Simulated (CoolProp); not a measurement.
Model: reference Helmholtz-energy equation of state, Leachman 2009, in CoolProp.

Task: For normal hydrogen, give the phase and the cv (kJ/(kg K)), isothermal compressibility (1/MPa) at -236.05 °C and 0.15 MPa.

Result: 
- -236.05 °C and 0.15 MPa: gas; cv 6.24, isothermal compressibility 6.86
